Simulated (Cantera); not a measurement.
Feed: 1 mol CH3Cl, 0.59 mol HCl, 5.7 mol H2, equilibrated at 2125 K and 0.230 bar.

Cantera equilibrium calculation (NASA polynomials, part measured and part estimated; ideal gas, pure solids and liquids). Equilibrium is a limit: real reactors are often held back by kinetics, nucleation or transport.

```
species            before    after
----------------  -------  -------
H2                  0.801    0.797
HCl                 0.190    0.188
H                 0.00678   0.0115
CH4               4.59e-5  1.56e-5
Cl                0.00118  0.00200
C2H2 (acetylene)  0.00134  0.00133
C(graphite), mol    0.977    0.977
```
Gas species are given as mole fractions.

Question: Which change was made?
A) pressure from 0.230 bar to 13.3 mbar
B) temperature from 2125 K to 1773.15 K
C) temperature from 2125 K to 1873.15 K
D) pressure from 0.230 bar to 79.0 mbar

Answer: D, pressure from 0.230 bar to 79.0 mbar
